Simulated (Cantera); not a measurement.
Charge: 1 mol trisilylamine, 1.8 mol NH₃, 16 mol N₂.

Cantera equilibrium calculation (NASA polynomials, part measured and part estimated; ideal gas, pure solids and liquids). Candidate condensed phases: Si, Si₃N₄; 18 gas species. The feed counts by its element totals alone. Mutual solubility and eutectic melting of coexisting phases are not modelled. Kinetics and transport are ignored.

Stable condensed phases, one row left out:

```
T in °C \ P in Pa
              5     17     59    210    710   2400   8400  29000 100000
   1525       A      A      A      A      A      B      B      B      B
   1475       A      A      A      A      B      B      B      B      B
   1425       A      A      A      A      B      B      B      B      B
   1375       A      A      A      B      B      B      B      B      B
   1275       A      C      B      B      B      B      B      B      B
   1225       A      B      B      B      B      B      B      B      B
   1175       B      B      B      B      B      B      B      B      B
   1125       B      B      B      B      B      B      B      B      B
   1075       B      B      B      B      B      B      B      B      B
   1025       B      B      B      B      B      B      B      B      B
    975       B      B      B      B      B      B      B      B      B
```

A: Si; B: Si₃N₄; C: Si + Si₃N₄.

Problem. Give the row for 1325 °C.

Solution. 5: Si; 17: Si; 59: Si₃N₄; 210: Si₃N₄; 710: Si₃N₄; 2400: Si₃N₄; 8400: Si₃N₄; 29000: Si₃N₄; 100000: Si₃N₄.
